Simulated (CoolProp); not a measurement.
Values from CoolProp's reference Helmholtz-energy equation of state, Guder 2009.

Q: For sulfur hexafluoride, give the phase and the Z, cp (kJ/(kg K)), Prandtl number at 376 K and 106 bar.

A: 
- 376 K and 106 bar: supercritical; Z 0.547, cp 1.26, Prandtl number 1.63

Viscosity comes from a separate model (Quiñones-Cisneros 2012). Thermal conductivity comes from a separate model (Assael 2012).
